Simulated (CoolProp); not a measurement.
Vapour-liquid equilibrium of fluoroethane (R161) (1) + R134a (2) at 2.73 kPa; x and y are mole fractions of (1).

Model: multi-fluid Helmholtz-energy mixture model, Wu 2012 and Tillner-Roth 1994; pair parameters Bell 2016, in CoolProp.

Give the bubble temperature and the first vapour's composition at x = 0.125, 0.5, 0.95. Is there an azeotrope?

x = 0.125: 188.0 K, y = 0.240; x = 0.5: 183.5 K, y = 0.721; x = 0.95: 179.1 K, y = 0.984. No azeotrope shows between x = 0.05 and 0.95.

The pair parameters rest on a limited set of measurements; away from them the model extrapolates.
